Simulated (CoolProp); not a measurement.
Aqueous potassium carbonate as a coolant, 40 % by mass, freezing at -37.5 °C, 1 atm.

The numbers come from the Melinder's fits for secondary coolants in CoolProp.

```csv
T (°C),conductivity (W/(m K)),Prandtl number,viscosity (mPa s),cp (kJ/(kg K))
-35.2,0.467,248,44.2,2.619
-27.3,0.480,149,27.2,2.632
-19.4,0.493,95.5,17.8,2.645
-11.4,0.506,64.5,12.3,2.658
-3.5,0.519,46.0,8.93,2.672
4.4,0.531,34.3,6.78,2.686
12.4,0.544,26.4,5.32,2.699
20.3,0.556,21.0,4.32,2.712
28.2,0.569,17.2,3.58,2.725
36.1,0.581,14.3,3.03,2.738
```
